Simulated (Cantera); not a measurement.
Thermodynamics of nitride etching, feed Si3N4 + H2O + H2 + HF

Feed: 1 mol Si3N4, 15 mol H2O, 0.89 mol H2, 24 mol HF, held at 0.100 bar.

Equilibrium computed with Cantera from the NASA thermochemical tables; the gas is ideal and each condensed phase is pure. Candidate condensed phases: H2O, Si, SiO2, Si2N2O, Si3N4; 58 gas species. The tables' values for SiF3 are old estimates; treat these amounts as uncertain. The tables hold silica as quartz up to 1696 K and as liquid above; real silica turns to tridymite and cristobalite and melts near 1996 K. Gases not in the tables: Si(OH)4. Equilibrium is a limit: real reactors are often held back by kinetics, nucleation or transport.

From 723 K to 873 K nothing is condensed. From 1023 K to 1623 K the condensed part is SiO2(β-quartz). From 1773 K to 1923 K the condensed part is SiO2(condensed).

| T (K) | x HF | x H2O | x H2 | x SiF4 | x N2 | x H | n SiO2(β-quartz) | n SiO2(condensed) |
|---|---|---|---|---|---|---|---|---|
| 723 | 0.309 | 0.386 | 0.177 | 0.0771 | 0.0514 | <1e-12 | 0 | 0 |
| 873 | 0.309 | 0.386 | 0.177 | 0.0771 | 0.0514 | 6.23e-11 | 0 | 0 |
| 1023 | 0.375 | 0.343 | 0.174 | 0.0577 | 0.0505 | 5.46e-9 | 0.716 | 0 |
| 1173 | 0.456 | 0.291 | 0.170 | 0.0342 | 0.0494 | 1.54e-7 | 1.62 | 0 |
| 1323 | 0.508 | 0.257 | 0.168 | 0.0190 | 0.0487 | 2.05e-6 | 2.22 | 0 |
| 1473 | 0.538 | 0.237 | 0.166 | 0.0102 | 0.0482 | 1.63e-5 | 2.58 | 0 |
| 1623 | 0.554 | 0.227 | 0.165 | 0.00546 | 0.0480 | 8.89e-5 | 2.77 | 0 |
| 1773 | 0.562 | 0.221 | 0.165 | 0.00297 | 0.0479 | 0.000365 | 0 | 2.87 |
| 1923 | 0.566 | 0.219 | 0.164 | 0.00166 | 0.0478 | 0.00121 | 0 | 2.92 |
x: gas mole fraction; n: condensed amount in mol.
